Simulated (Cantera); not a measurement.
A freely propagating, adiabatic, planar premixed flame of 9.17 % CH4, 20.6 % O2, 68.1 % N2, 2.11 % H2O, equivalence ratio 0.89, unburnt at 350 K and 165 Torr; mixture-averaged transport, grid criteria slope 0.08 and curve 0.16, no radiation.

Cantera simulation using GRI-Mech 3.0 (53 species, 325 reactions); the numbers are that mechanism's predictions, not measurements. Burning velocities carry a grid error of a few per cent, more on coarse grids.

x: mole fraction of selected species; z is measured from the peak of heat release.

| z (mm) | T (K) | u (m/s) | x CH4 | x O2 | x H2O | x C2H2 | x NO | x CH2 |
|---|---|---|---|---|---|---|---|---|
| -4.14 | 350 | 0.762 | 0.0917 | 0.206 | 0.0211 | <1e-8 | <1e-8 | <1e-8 |
| -2.76 | 350 | 0.764 | 0.0916 | 0.206 | 0.0211 | <1e-8 | <1e-8 | <1e-8 |
| -2.07 | 352 | 0.769 | 0.0913 | 0.206 | 0.0213 | <1e-8 | <1e-8 | <1e-8 |
| -1.38 | [?] | 0.842 | 0.0892 | 0.203 | 0.0247 | 2.12e-7 | 2.01e-8 | <1e-8 |
| -0.691 | [?] | 1.72 | 0.0672 | 0.175 | 0.0636 | 7.42e-6 | 5.55e-7 | 3.35e-7 |
| -0.345 | [?] | 2.72 | 0.0381 | 0.134 | 0.107 | 2.58e-5 | 1.51e-6 | 8.82e-6 |
| 0 | [?] | 3.64 | 0.00986 | 0.0851 | 0.150 | 5.01e-5 | 3.27e-6 | 4.21e-5 |
| 0.345 | 1756 | 4.00 | 0.000905 | 0.0561 | 0.170 | 1.04e-5 | 5.40e-6 | 1.12e-5 |
| 0.691 | 1793 | 4.07 | 4.41e-5 | 0.0456 | 0.174 | 3.74e-7 | 6.81e-6 | 6.59e-7 |
| 1.38 | 1828 | 4.13 | 1.24e-7 | 0.0400 | 0.174 | <1e-8 | 8.35e-6 | <1e-8 |
| 2.76 | 1872 | 4.21 | <1e-8 | 0.0373 | 0.174 | <1e-8 | 1.06e-5 | <1e-8 |
| 5.53 | 1933 | 4.33 | <1e-8 | 0.0352 | 0.178 | <1e-8 | 1.46e-5 | <1e-8 |
| 11.1 | 2006 | 4.47 | <1e-8 | 0.0329 | 0.183 | <1e-8 | 2.26e-5 | <1e-8 |

### Question
Complete the blanks.

### Answer

- -1.38, T (K): 384
- -0.691, T (K): 773
- -0.345, T (K): 1204
- 0, T (K): 1600
